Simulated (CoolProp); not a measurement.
R236EA along the isobar 3160 kPa: fugacity coefficient from the reference equation and from simpler models built on Tc = 139.3 °C, pc = 3414 kPa, ω = 0.368; each cubic takes its own stable root.

Model: reference Helmholtz-energy equation of state, Rui 2013, in CoolProp.

```tsv
T (°C)	phase	reference
49.05	liquid	0.1400
55.45	liquid	0.1650
61.95	liquid	0.1931
68.35	liquid	0.2235
74.75	liquid	0.2566
81.15	liquid	0.2925
87.55	liquid	0.3309
93.95	liquid	0.3718
100.35	liquid	0.4150
106.75	liquid	0.4602
113.25	liquid	0.5079
119.65	liquid	0.5561
126.05	liquid	0.6051
132.45	liquid	0.6538
138.85	gas	0.6873
```

Problem. How far does each simpler model (van der Waals, Redlich-Kwong, Soave-Redlich-Kwong, Peng-Robinson) lie from the reference over these 15 states: mean and median of the absolute difference, and the worst?

Solution. 
- van der Waals: mean 57.0 %, median 45.8 %, worst +148.4 % at 49.05 °C and 3160 kPa
- Redlich-Kwong: mean 23.2 %, median 20.4 %, worst +55.2 % at 49.05 °C and 3160 kPa
- Soave-Redlich-Kwong: mean 2.8 %, median 3.2 %, worst +3.5 % at 74.75 °C and 3160 kPa
- Peng-Robinson: mean 0.7 %, median 0.3 %, worst -2.6 % at 138.85 °C and 3160 kPa
